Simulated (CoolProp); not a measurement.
A simple Rankine cycle with cyclopentane: condensing at 331.15 K, boiler at 1.65 MPa, turbine inlet 458 K, turbine efficiency 0.8, pump efficiency 0.6, no recuperator. Each further row changes one setting.

The numbers come from the reference Helmholtz-energy equation of state, Gedanitz 2015 in CoolProp.

```tsv
case	thermal efficiency (%)	net work (kJ/kg)	heat in (kJ/kg)	turbine exit temperature (K)	volume ratio over the turbine
as stated	15.4	85.8	556	(withheld)	13.0
turbine inlet 478 K	15.3	(withheld)	601	(withheld)	(withheld)
condensing temperature 323.15 K	16.5	94.5	572	383.0	16.7
boiler pressure 1.15 MPa	13.7	78.0	572	402.4	(withheld)
turbine efficiency 0.7	13.4	74.6	556	395.5	13.3
```

Question: Complete the blanks.

Answer: 
- as stated, turbine exit temperature (K): 388.8
- turbine inlet 478 K, net work (kJ/kg): 92.1
- turbine inlet 478 K, turbine exit temperature (K): 411.5
- turbine inlet 478 K, volume ratio over the turbine: 12.7
- boiler pressure 1.15 MPa, volume ratio over the turbine: 8.59
